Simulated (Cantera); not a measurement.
Input: 1 mol Ti, 25 mol H2O, at 133 Pa.

Cantera equilibrium calculation (NASA polynomials, part measured and part estimated; ideal gas, pure solids and liquids). Candidate condensed phases: H2O, Ti, TiO, TiO2, Ti2O3, Ti3O5, Ti4O7; 12 gas species. Kinetics and transport are ignored.

log p: log10 of the partial pressure in bar; n: condensed amount in mol.

```csv
T (°C),log p H2O,log p H2,log p H,log p OH,log p O2,log p O,n TiO2(rutile)
777,-2.91,-3.97,-10.08,-11.51,<-14,<-14,1.00
927,-2.91,-3.97,-8.69,-9.73,-13.67,(withheld),1.00
1077,-2.91,-3.97,-7.61,-8.34,-11.26,(withheld),1.00
1227,-2.91,-3.97,-6.74,-7.22,-9.32,(withheld),1.00
1377,-2.91,-3.97,-6.03,-6.31,-7.74,(withheld),1.000
1527,-2.91,-3.97,-5.43,-5.55,-6.42,(withheld),1.000
1677,-2.92,-3.94,-4.91,-4.94,-5.38,(withheld),0.998
1827,-2.96,-3.84,-4.43,-4.47,-4.70,(withheld),0.976
```

Problem. Complete the blanks.

Solution. 
- 927, log p O: -14.44
- 1077, log p O: -12.00
- 1227, log p O: -10.05
- 1377, log p O: -8.46
- 1527, log p O: -7.13
- 1677, log p O: -6.04
- 1827, log p O: -5.21
